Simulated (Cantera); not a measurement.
What does this Cantera script print?

```python
import numpy as np
import cantera as ct

gas_names = """
    AL ALCL ALCL2 ALCL3 ALH ALO ALOCL ALOH ALO2 ALO2H AL2 AL2CL6 AL2O AL2O2 CL CLO CL2 H HALO HCL HOCL
    HO2 H2 H2O H2O2 O OH O2 O3
""".split()
cond_names = """
    AL(cr) AL(L) ALCL3(s) ALCL3(L) AL2O3(a) AL2O3(L) H2O(s) H2O(L)
""".split()


# ... load() reads the species with a 1 bar reference pressure and builds the phases ...
atoms = {
    'Al2O3': {'AL': 2, 'O': 3},
    'H2O': {'H': 2, 'O': 1},
    'H2': {'H': 2},
    'HCl': {'H': 1, 'CL': 1},
}
top_T = {}  # K; cautious upper limits of use, not melting points


# ... equilibrate(T, P, feed) seeds the gas with the atoms and calls Mixture.equilibrate('TP', solver="vcs", rtol=1e-11, max_steps=5000) ...
results = []
feed = {'Al2O3': 1, 'H2O': 0.35, 'H2': 5.7, 'HCl': 2.7}  # mol
T = 1573  # K
P = 1000  # Pa
mix = equilibrate(T, P, feed)
results.append((T, P, feed, dict(zip(mix.species_names, mix.species_moles))))
x = sorted(zip(gas.X, gas.species_names), reverse=True)
print(f"T = {T:g} K  P = {P:g} Pa  gas = {mix.phase_moles(0):.4g} mol")
print("   x: " + "  ".join(f"{s} {v:.3e}" for v, s in x if v > 1e-06))
print("   condensed (mol): " + ("  ".join(f"{mix.phase(i).name} {mix.phase_moles(i):.4g}"
      for i in range(1, mix.n_phases) if mix.phase_moles(i) > 1e-12) or "none"))
```

Result:

```
T = 1573 K  P = 1000 Pa  gas = 8.752 mol
   x: H2 6.512e-01  HCL 3.084e-01  H2O 3.999e-02  H 3.281e-04  CL 1.235e-04  ALCL3 1.456e-06
   condensed (mol): AL2O3(a) 1
```

These are equilibrium values from Cantera (NASA tables, ideal gas, pure condensed phases), not measurements of a reactor.
